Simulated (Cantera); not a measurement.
A closed system holds: 1 mol MgO, 0.58 mol Cl2, 12 mol H2, held at 87.0 Pa.

Equilibrium computed with Cantera from the NASA thermochemical tables; the gas is ideal and each condensed phase is pure. Candidate condensed phases: H2O, Mg, MgCl2, MgO, Mg(OH)2; 22 gas species. Condensed phases not in the tables: MgOHCl. The numbers say what is thermodynamically allowed, not how fast it happens.

**Question.** What share of the Mg ends up in condensed phases as a function of T (K), at 875, 975, 1075, 1175, 1275, 1375, 1475, 1575, 1675, 1775, 1875?

**Answer.** 
| T (K) | Mg condensed (%) | as |
|---|---|---|
| 875 | 99.9 | MgO(s) |
| 975 | 99.6 | MgO(s) |
| 1075 | 99.1 | MgO(s) |
| 1175 | 98.2 | MgO(s) |
| 1275 | 96.9 | MgO(s) |
| 1375 | 95.2 | MgO(s) |
| 1475 | 93.0 | MgO(s) |
| 1575 | 89.9 | MgO(s) |
| 1675 | 83.9 | MgO(s) |
| 1775 | 69.0 | MgO(s) |
| 1875 | 34.7 | MgO(s) |
